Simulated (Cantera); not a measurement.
What does this Cantera script print?

```python
import numpy as np
import cantera as ct

gas_names = """
    N NO NO2 NO3 N2 N2O O O2 O3
""".split()
cond_names = """

""".split()


# ... load() reads the species with a 1 bar reference pressure and builds the phases ...
atoms = {
    'N2O': {'N': 2, 'O': 1},
    'O2': {'O': 2},
    'N2': {'N': 2},
}
top_T = {}  # K; cautious upper limits of use, not melting points


# ... equilibrate(T, P, feed) seeds the gas with the atoms and calls Mixture.equilibrate('TP', solver="vcs", rtol=1e-11, max_steps=5000) ...
results = []
feed = {'N2O': 1, 'O2': 0.074, 'N2': 0.27}  # mol
T = 2600  # K
P = 1333.22  # Pa
mix = equilibrate(T, P, feed)
results.append((T, P, feed, dict(zip(mix.species_names, mix.species_moles))))
x = sorted(zip(gas.X, gas.species_names), reverse=True)
print(f"T = {T:g} K  P = {P:g} Pa  gas = {mix.phase_moles(0):.4g} mol")
print("   x: " + "  ".join(f"{s} {v:.3e}" for v, s in x if v > 0.0001))
print("   condensed (mol): " + ("  ".join(f"{mix.phase(i).name} {mix.phase_moles(i):.4g}"
      for i in range(1, mix.n_phases) if mix.phase_moles(i) > 1e-12) or "none"))
```

Result:

```
T = 2600 K  P = 1333.22 Pa  gas = 1.939 mol
   x: N2 6.421e-01  O2 2.343e-01  O 9.759e-02  NO 2.596e-02
   condensed (mol): none
```

Method: chemical equilibrium by Gibbs-energy minimisation in Cantera with the NASA 1993 tables (ideal gas, pure condensed phases).
